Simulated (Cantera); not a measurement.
Cantera run:

```python
import numpy as np
import cantera as ct

gas_names = """
    CL CL2 H HCL H2 Si SiCL SiCL2 SiCL3 SiCL4 SiH SiHCL3 SiH2 SiH2CL2 SiH3 SiH3CL SiH4 Si2 Si3
""".split()
cond_names = """
    Si(cr) Si(L)
""".split()


def load(file, names, dense=False):
    # The tables refer to 1 bar. Condensed volumes are neglected.
    table = {s.name: s for s in ct.Species.list_from_file(file)}
    out = []
    for n in names:
        d = dict(table[n].input_data)
        d["thermo"] = dict(d["thermo"], **{"reference-pressure": 1e5})
        if dense:
            d["equation-of-state"] = {"model": "constant-volume", "density": "1e6 g/cm^3"}
        out.append(ct.Species.from_dict(d))
    return out


gas = ct.Solution(thermo="ideal-gas", species=load("nasa_gas.yaml", gas_names))
cond = {s.name: ct.Solution(thermo="fixed-stoichiometry", species=[s], name=s.name)
        for s in load("nasa_condensed.yaml", cond_names, dense=True)}
atoms = {
    'SiHCl3': {'Si': 1, 'H': 1, 'CL': 3},
    'H2': {'H': 2},
}
top_T = {}  # K; cautious upper limits of use, not melting points


def equilibrate(T, P, feed):
    n = {}
    for name, mol in feed.items():
        for a, k in atoms[name].items():
            n[a] = n.get(a, 0.0) + k * mol
    gas.TPX = T, P, n
    mass = sum(n.values()) * gas.mean_molecular_weight
    gas.equilibrate("TP")
    valid = [c for c in cond.values() if c.min_temp <= T <= top_T.get(c.name, c.max_temp)]
    mix = ct.Mixture([(gas, mass / gas.mean_molecular_weight)] + [(c, 0.0) for c in valid])
    mix.T, mix.P = T, P
    mix.equilibrate("TP", solver="vcs", rtol=1e-11, max_steps=5000)
    return mix


results = []
T = 1500  # K
P = 1100  # Pa
for m in [32, 43, 58, 78, 110, 140, 190, 260, 350, 470, 640, 860]:
    feed = {'SiHCl3': 1, 'H2': m}  # mol
    mix = equilibrate(T, P, feed)
    results.append((T, P, feed, dict(zip(mix.species_names, mix.species_moles))))

top = {s: max(r[3][s] / sum(r[3][g] for g in gas_names) for r in results) for s in gas_names}
cols = sorted((s for s in top if top[s] > 0.0001), key=lambda s: -top[s])[:7]
seen = [c for c in cond_names if any(r[3].get(c, 0) > 1e-12 for r in results)]
print("log10 of partial pressures in bar; condensed amounts in mol")
print(f"{'n(H2)':>10s}" + "".join(f"{s[:9]:>10s}" for s in cols + seen))
for T, P, feed, n in results:
    ng = sum(n[g] for g in gas_names)
    print(f"{feed['H2']:10.4g}" + "".join(f"{np.log10(max(n[s] / ng * P / 1e5, 1e-99)):10.3f}" for s in cols)
          + "".join(f"{n.get(c, 0):10.4g}" for c in seen))
```

It prints:

```
log10 of partial pressures in bar; condensed amounts in mol
     n(H2)        H2       HCL     SiCL2     SiCL3         H    Si(cr)
        32    -1.992    -3.171    -3.843    -5.621    -5.751    0.5471
        43    -1.985    -3.264    -4.036    -5.911    -5.747    0.6174
        58    -1.979    -3.363    -4.242    -6.219    -5.744    0.6831
        78    -1.974    -3.467    -4.454    -6.538    -5.741    0.7414
       110    -1.970    -3.593    -4.710    -6.922    -5.739    0.7995
       140    -1.967    -3.685    -4.895    -7.200    -5.738    0.8342
       190    -1.965    -3.804    -5.136    -7.561    -5.737     0.871
       260    -1.964    -3.929    -5.388    -7.939    -5.736    0.9013
       350    -1.962    -4.050    -5.632    -8.305    -5.736    0.9239
       470    -1.961    -4.172    -5.877    -8.672    -5.735    0.9413
       640    -1.961    -4.302    -6.136    -9.061    -5.735    0.9552
       860    -1.960    -4.427    -6.386    -9.436    -5.735    0.9651
```

Equilibrium computed with Cantera from the NASA thermochemical tables; the gas is ideal and each condensed phase is pure. The tables' values for SiCl3 are old estimates; treat these amounts as uncertain.
